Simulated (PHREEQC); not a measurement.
Metal-bearing waste water

Dissolve 190 mmol/kgw FeSO4, 0.24 mmol/kgw NaF and 0.19 mmol/kgw NaCl at 25 °C. Closed to the air; pH follows from the charge balance.

Equilibrium calculation in PHREEQC: ion-association model, phreeqc.dat.

Each row changes one thing in this solution. No solid was allowed to form.

```
case                                                   pH  ionic strength (mol/kgw)  Na+ (mol/kgw)  Cl- (mol/kgw)  SI of Halite (NaCl)
---------------------------------------------  ----------  ------------------------  -------------  -------------  -------------------
as made                                              5.83                     0.388       0.000386       0.000184                -9.04
FeSO4 replaced by NaHSO4 at the same molality        1.24                     0.312          0.177       0.000190                -6.35
NaF left out                                   (withheld)                     0.387       0.000171       0.000184                -9.39
NaF from 0.00024 to 0.000216 mol/kgw                 5.83                     0.388     (withheld)       0.000184                -9.06
diluted 5-fold with water                            5.91                (withheld)        8.23e-5        3.75e-5               -10.30
temperature from 25 to 70 °C                         5.40                     0.304       0.000387       0.000185           (withheld)
NaF from 0.00024 to 0.000264 mol/kgw                 5.83                     0.388       0.000408       0.000184                -9.01
temperature from 25 to 5 °C                          6.11                     0.442       0.000387       0.000183                -9.02
FeSO4 left out                                       7.06                  0.000430       0.000430       0.000190                -8.68
```

Problem. Complete the blanks.

Solution. 
- NaF left out, pH: 5.82
- NaF from 0.00024 to 0.000216 mol/kgw, Na+ (mol/kgw): 0.000365
- diluted 5-fold with water, ionic strength (mol/kgw): 0.0932
- temperature from 25 to 70 °C, SI of Halite (NaCl): -9.07

Away from 25 °C the constants follow the database's enthalpies or fits; those with neither stay at their 25 °C values. Fluoro complexes past AlF4- and FeF3 are missing from the database.
